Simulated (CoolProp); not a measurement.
o-xylene along the isobar 3.93 MPa: fugacity coefficient from the reference equation and from simpler models built on Tc = 630.3 K, pc = 3.737 MPa, ω = 0.312; each cubic takes its own stable root.

Values from CoolProp's reference Helmholtz-energy equation of state, Zhou 2012.

```json
[
 {"T (K)": "344.1", "phase": "liquid", "reference": "0.002635", "van der Waals": "0.05866", "Soave-Redlich-Kwong": "0.002599"},
 {"T (K)": "374.7", "phase": "liquid", "reference": "0.008213", "van der Waals": "0.09341", "Soave-Redlich-Kwong": "0.008234"},
 {"T (K)": "405.4", "phase": "liquid", "reference": "0.02080", "van der Waals": "0.1383", "Soave-Redlich-Kwong": "0.02118"},
 {"T (K)": "436.1", "phase": "liquid", "reference": "0.04474", "van der Waals": "0.1929", "Soave-Redlich-Kwong": "0.04615"},
 {"T (K)": "466.7", "phase": "liquid", "reference": "0.08435", "van der Waals": "0.2561", "Soave-Redlich-Kwong": "0.08798"},
 {"T (K)": "497.4", "phase": "liquid", "reference": "0.1436", "van der Waals": "0.3273", "Soave-Redlich-Kwong": "0.1510"},
 {"T (K)": "528", "phase": "liquid", "reference": "0.2241", "van der Waals": "0.4041", "Soave-Redlich-Kwong": "0.2369"},
 {"T (K)": "558.7", "phase": "liquid", "reference": "0.3259", "van der Waals": "0.4851", "Soave-Redlich-Kwong": "0.3451"},
 {"T (K)": "589.3", "phase": "liquid", "reference": "0.4449", "van der Waals": "0.5671", "Soave-Redlich-Kwong": "0.4699"},
 {"T (K)": "620", "phase": "liquid", "reference": "0.5733", "van der Waals": "0.6468", "Soave-Redlich-Kwong": "0.6010"}
]
```
